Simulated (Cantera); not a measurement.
An isothermal plug-flow reactor at 573 K and 1.20 bar (inlet), inlet velocity 0.52 m/s, active area per volume 2000 1/m; feed CO : O2 : N2 : H2O = 0.0047 : 0.017 : 0.79 : 0.016 (molar parts), equivalence ratio 0.14.

Computed with Cantera and Deutschmann's 1995 Pt surface mechanism with GRI-Mech 3.0 gas chemistry. Catalytic surfaces can have several steady states; this one follows from the mechanism file's or the stated starting coverage. Mass transfer to the wall is taken as infinitely fast.

Task: What does this change do: area per volume 2000 to 1100 1/m?

Result: 
```
quantity                 before     after
----------------------  -------  --------
x(CO) at z = 0.021 m    0.00464   0.00514
x(O2) at z = 0.021 m     0.0200    0.0203
x(H2O) at z = 0.021 m    0.0193    0.0193
x(CO2) at z = 0.021 m   0.00104  0.000543
θ(free Pt) at the exit  0.00636   0.00595
θ(O*) at the exit       0.00514   0.00455
θ(CO*) at the exit        0.988     0.989
```

Task: What does this change do: temperature 573 to 925 K?

Result: 
```tsv
quantity	before	after
x(CO) at z = 0.021 m	0.00464	<1e-12
x(O2) at z = 0.021 m	0.0200	0.0177
x(H2O) at z = 0.021 m	0.0193	0.0194
x(CO2) at z = 0.021 m	0.00104	0.00569
θ(free Pt) at the exit	0.00636	0.189
θ(O*) at the exit	0.00514	0.807
```
